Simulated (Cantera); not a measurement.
Input: 1 mol Si2Cl6, 0.062 mol HCl, 36 mol H2, at 1377 °C and 75.0 Torr.

Method: chemical equilibrium by Gibbs-energy minimisation in Cantera with the NASA 1993 tables (ideal gas, pure condensed phases). Candidate condensed phases: Si; 19 gas species. The feed counts by its element totals alone. The tables' values for SiCl3, SiCl are old estimates; treat these amounts as uncertain. Rates play no part.

Base state: H2 0.878, HCl 0.0884, SiCl2 0.0316, SiCl3 0.000980, H 0.000269, SiHCl3 0.000111, SiCl4 6.67e-5, SiH2Cl2 3.17e-5 (mole fractions); condensed: Si(s).

Problem. What changes in the equilibrium state with this change: H2 from 36 to 130 mol?

Solution. 
```tsv
species	before	after
H2	0.878	0.959
HCl	0.0884	0.0358
SiCl2	0.0316	0.00476
SiCl4	6.67e-5	1.51e-6
SiCl3	0.000980	5.72e-5
SiHCl3	0.000111	6.78e-6
SiH2Cl2	3.17e-5	5.21e-6
Si(s), mol	0.718	1.35
```
The tables' values for SiCl3 are old estimates; treat these amounts as uncertain.

Problem. What changes in the equilibrium state with this change: Si2Cl6 replaced by Si3H8?

Solution. 
| species | before | after |
|---|---|---|
| H2 | 0.878 | 0.998 |
| HCl | 0.0884 | 0.00153 |
| H | 0.000269 | 0.000287 |
| SiCl2 | 0.0316 | 8.34e-6 |
| SiCl3 | 0.000980 | 4.20e-9 |
| SiHCl3 | 0.000111 | <1e-9 |
| SiCl4 | 6.67e-5 | <1e-9 |
| SiH2Cl2 | 3.17e-5 | 9.50e-9 |
| Cl | 2.12e-5 | 3.45e-7 |
| Si(s), mol | 0.718 | 3.00 |
